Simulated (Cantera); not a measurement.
Charge: 1 mol Pb, 1.3 mol CO, 16 mol N₂, held at 1248.15 K and 7.10 bar.

Method: chemical equilibrium by Gibbs-energy minimisation in Cantera with the NASA 1993 tables (ideal gas, pure condensed phases). Candidate condensed phases: C, Pb, PbO, PbO₂, Pb₃O₄; 27 gas species. Kinetics and transport are ignored.

Base state: N₂ 0.925, CO 0.0744, CO₂ 0.000387, Pb 0.000184 (mole fractions); condensed: C(graphite) + Pb(l).

Question: What changes in the equilibrium state with this change: temperature from 1248.15 K to 800 K?

Answer: 
| species | before | after |
|---|---|---|
| N₂ | 0.925 | 0.958 |
| CO₂ | 0.000387 | 0.0353 |
| CO | 0.0744 | 0.00710 |
| Pb | 0.000184 | 8.65e-9 |
| C(graphite), mol | 0.00670 | 0.591 |
| Pb(l), mol | 0.997 | 1.00 |
